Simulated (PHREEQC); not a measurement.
PHREEQC input (ion-association model, wateq4f.dat):

```
SOLUTION_MASTER_SPECIES
  An  An-  0  An  62.0  # stands for a non-complexing anion
SOLUTION_SPECIES
  An- = An-
    -log_k 0
    -gamma 3.0 0
PHASES
  Fix_H+
    H+ = H+
    -log_k 0
SOLUTION 1
  temp 25
  units mmol/kgw
  pH 7 charge
  Cl 0.05
  Ni 0.025
  As(5) 0.39
  Na 300.78
  An 300
END
SELECTED_OUTPUT 1
  -reset false
  -pH true
  -pe true
  -ionic_strength true
  -water true
  -totals As Cl Na Ni As(3) As(5)
  -molalities Hfo_wOH Hfo_wOH2+ Hfo_wO- Hfo_sOH Hfo_sOH2+ Hfo_sO- Hfo_sONi+ Hfo_wONi+ Hfo_wH2AsO4 Hfo_wHAsO4-
    Hfo_wOHAsO4-3
  -saturation_indices Ni(OH)2 Ni3(AsO4)2:8H2O Halite
USER_PUNCH 1
  -headings sigma psi
  10 PUNCH EDL("sigma", "Hfo"), EDL("psi", "Hfo")
PRINT
  -reset false
USE solution 1
SURFACE 1
  Hfo_wOH 0.00292135 600 1.3
  Hfo_sOH 7.30337e-05
EQUILIBRIUM_PHASES 1
  Fix_H+ -3 HAn 10
    -force_equality true
  O2(g) -0.68 10
END
# ... the last block is repeated for the other 16 points of pH, with NaOH or the acid as the point needs
```

Selected output (columns that matter, 9 of 17 rows; pH added in front):

```
pH	mu	As	Na	Ni	m_Hfo_wOH	m_Hfo_wOH2+	m_Hfo_wO-	m_Hfo_sOH	m_Hfo_sOH2+	si_Ni(OH)2	si_Ni3(AsO4)2:8H2O	si_Halite	sigma	psi
3	0.30341	1.4052e-08	0.30078	2.5e-05	1.256e-05	0.0025188	1.4348e-09	3.6238e-07	7.2671e-05	-9.95	-31.653	-6.7125	0.31533	0.11759
3.75	0.30228	1.0152e-08	0.30078	2.4998e-05	6.144e-05	0.0024699	3.5013e-08	1.7726e-06	7.1258e-05	-8.4498	-28.845	-6.7122	0.29605	0.11451
4.5	0.30193	6.3889e-09	0.30078	2.494e-05	0.00024153	0.0022892	5.8378e-07	6.9631e-06	6.5996e-05	-6.9508	-26.237	-6.7121	0.25598	0.10727
5.25	0.30163	5.0803e-09	0.30078	2.355e-05	0.00063859	0.0018877	4.9489e-06	1.8076e-05	5.3433e-05	-5.4756	-23.53	-6.712	0.19092	0.092833
6	0.30127	7.7018e-09	0.30078	1.1078e-05	0.0010677	0.0014448	1.8074e-05	2.5257e-05	3.4179e-05	-4.3031	-21.264	-6.712	0.11373	0.068539
6.75	0.30098	2.5694e-08	0.30078	9.0988e-07	0.001362	0.0011302	3.7599e-05	2.7171e-05	2.2548e-05	-3.8886	-20.929	-6.7119	0.050039	0.036736
7.5	0.30079	2.0039e-07	0.30078	3.7677e-08	0.0015596	0.00090901	6.1301e-05	3.0624e-05	1.7849e-05	-3.7721	-21.332	-6.7118	0.0018115	0.0014464
8.25	0.3006	2.0045e-06	0.30078	1.5754e-09	0.001737	0.00069527	9.9419e-05	3.4061e-05	1.3633e-05	-3.6545	-21.863	-6.7118	-0.044615	-0.033266
9	0.3005	1.157e-05	0.30089	8.6138e-11	0.001915	0.0004316	0.00019466	3.7413e-05	8.432e-06	-3.4459	-22.7	-6.7116	-0.099866	-0.062877
```

The database has no arsenate complexes of Ni. The oxide is taken as insoluble; below pH 4 it would dissolve.
